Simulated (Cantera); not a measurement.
A freely propagating, adiabatic, planar premixed flame of CH4 : O2 : N2 : H2O = 1 : 2 : 7.52 : 0.25 (molar parts), equivalence ratio 1.0, unburnt at 373 K and 2.90 bar; mixture-averaged transport, grid criteria slope 0.08 and curve 0.16, no radiation.

Computed with Cantera and GRI-Mech 3.0 (53 species, 325 reactions). Burning velocities carry a grid error of a few per cent, more on coarse grids.

Task: How do the results move with these cheaper or finer settings: unity-Lewis-number transport; multicomponent transport; multicomponent+Soret transport; grid criteria slope 0.5, curve 1; grid criteria slope 0.25, curve 0.5; grid criteria slope 0.03, curve 0.06?

Result: 
| setting | laminar burning velocity | thermal thickness | peak x(CO) | peak x(H) | grid points |
|---|---|---|---|---|---|
| as above | 32.5 cm/s | 0.213 mm | 0.0381 | 0.00313 | 146 |
| unity-Lewis-number transport | 26.1 cm/s | 0.237 mm | 0.0347 | 0.00397 | 136 |
| multicomponent transport | 32.8 cm/s | 0.216 mm | 0.0384 | 0.00317 | 147 |
| multicomponent+Soret transport | 32.3 cm/s | 0.217 mm | 0.0380 | 0.00310 | 147 |
| grid criteria slope 0.5, curve 1 | 35.3 cm/s | 0.231 mm | 0.0380 | 0.00321 | 35 |
| grid criteria slope 0.25, curve 0.5 | 33.6 cm/s | 0.220 mm | 0.0380 | 0.00316 | 57 |
| grid criteria slope 0.03, curve 0.06 | 32.0 cm/s | 0.212 mm | 0.0381 | 0.00310 | 334 |
The base run took roughly 22 core-seconds.
Unity Lewis numbers drop preferential diffusion, which matters most where H2 and H carry the flame; Soret adds thermal diffusion.
